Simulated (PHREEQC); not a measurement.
0.43 g of hydrous ferric oxide (600 m²/g; 0.2 weak and 0.005 strong sites per Fe, Dzombak-Morel constants, diffuse double layer) in 1 kg of water with 0.3 mol/kgw of an inert sodium salt and 0.011 mmol/kgw NiCl2 and 0.016 mmol/kgw CaCl2, at 25 °C; the pH is set by adding NaOH or the inert anion's acid. Oxygen alone is held at its pressure in air (log pO2 = -0.68). No CO2 enters from the air. Nothing may precipitate in this run.

Model: ion-association model, wateq4f.dat, run in PHREEQC.

```csv
pH,Ni sorbed (%),Ca sorbed (%),surface charge σ (C/m²)
3,0.0,0.0,0.368
3.5,0.0,0.0,(withheld)
4,0.0,0.0,0.349
4.5,0.1,0.0,0.318
5,0.6,0.0,0.269
5.5,(withheld),0.0,0.210
6,25.5,0.1,0.154
6.5,(withheld),0.2,0.106
7,92.6,0.8,(withheld)
7.5,(withheld),3.6,0.035
8,99.8,15.3,0.008
8.5,100.0,43.2,(withheld)
9,100.0,76.2,-0.047
```

### Question
Fill in the missing entries.

### Answer

- 3.5, surface charge σ (C/m²): 0.363
- 5.5, Ni sorbed (%): 4.8
- 6.5, Ni sorbed (%): 67.0
- 7, surface charge σ (C/m²): 0.067
- 7.5, Ni sorbed (%): 98.8
- 8.5, surface charge σ (C/m²): -0.019

The oxide is taken as insoluble; below pH 4 it would dissolve.
